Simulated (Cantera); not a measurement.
A Cantera script and its output.

```python
import numpy as np
import cantera as ct

gas = ct.Solution("gri30.yaml")
gas.TPX = 1548, 1000000, {'CH4': 1, 'CO2': 0.49}
inlet = ct.Reservoir(gas, clone=True)

reactor = ct.IdealGasConstPressureReactor(gas, energy="off", clone=False)
exhaust = ct.Reservoir(gas, clone=True)
tau = [0.6, 0.14, 0.034, 0.0081, 0.0019, 0.00046, 0.00011][0]
for a, b in ((inlet, reactor), (reactor, exhaust)):
    ct.MassFlowController(a, b, mdot=lambda t: reactor.mass / tau)
net = ct.ReactorNet([reactor])
show = ['CH4', 'CO2', 'CH2', 'H2O2', 'H2', 'HO2']

rows = []
print(f"{'tau/s':>10s}{'T/K':>9s}" + "".join(f"{s:>11s}" for s in show))
for tau in [0.6, 0.14, 0.034, 0.0081, 0.0019, 0.00046, 0.00011]:
    net.initial_time = 0.0
    net.advance(30 * tau)
    before = gas.X
    net.advance(40 * tau)
    drift = np.max(np.abs(gas.X - before) / (gas.X + 1e-9))
    rows.append([gas.T, *gas[show].X, drift])
    print(f"{tau:10.3e}{gas.T:9.1f}" + "".join(f"{x:11.3e}" for x in gas[show].X))
```

Output:

```
     tau/s      T/K        CH4        CO2        CH2       H2O2         H2        HO2
 6.000e-01   1548.0  2.152e-01  6.392e-02  2.586e-09  6.440e-14  2.542e-01  9.013e-16
 1.400e-01   1548.0  2.703e-01  1.222e-01  2.745e-09  5.011e-14  2.200e-01  1.636e-15
 3.400e-02   1548.0  4.160e-01  2.315e-01  1.945e-09  9.024e-15  1.679e-01  1.567e-15
 8.100e-03   1548.0  5.657e-01  3.031e-01  1.973e-09  6.842e-16  7.995e-02  5.592e-16
 1.900e-03   1548.0  6.422e-01  3.246e-01  2.204e-09  5.039e-17  2.100e-02  1.200e-16
 4.600e-04   1548.0  6.651e-01  3.284e-01  1.590e-09  7.710e-18  3.736e-03  2.978e-17
 1.100e-04   1548.0  6.699e-01  3.288e-01  9.111e-10  3.561e-18  6.734e-04  1.528e-17
```

Detailed kinetics in Cantera: GRI-Mech 3.0 (53 species, 325 reactions). GRI-Mech 3.0 stops at C3 and has no aromatics, soot or wall deposition, so with more carbon than oxygen in the feed, carbon stays in small species such as C2H2 where larger ones or solid carbon would form.
